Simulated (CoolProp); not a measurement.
Propyne along the isotherm 442.4 K: Z from the reference equation and from simpler models built on Tc = 402.7 K, pc = 5.658 MPa, ω = 0.204; each cubic takes its own stable root.

Computed with CoolProp (reference Helmholtz-energy equation of state, Polt 1992). This equation is an older, rougher fit; its heat capacities, sound speeds and derivatives of the liquid may be far off and weren't checked against measurements.

| p (MPa) | phase | reference | Redlich-Kwong | Soave-Redlich-Kwong |
|---|---|---|---|---|
| 0.0268 | gas | 0.9988 | 0.9988 | 0.9988 |
| 0.0477 | gas | 0.9978 | 0.9978 | 0.9979 |
| 0.0849 | gas | 0.9961 | 0.9961 | 0.9963 |
| 0.151 | gas | 0.9931 | 0.9931 | 0.9933 |
| 0.268 | gas | 0.9877 | 0.9876 | 0.9881 |
| 0.477 | gas | 0.9780 | 0.9779 | 0.9788 |
| 0.849 | gas | 0.9605 | 0.9603 | 0.9620 |
| 1.51 | gas | 0.9289 | 0.9282 | 0.9313 |
| 2.68 | gas | 0.8703 | 0.8682 | 0.8744 |
| 4.77 | gas | 0.7548 | 0.7477 | 0.7622 |
| 8.49 | supercritical | 0.4926 | 0.4794 | 0.5283 |
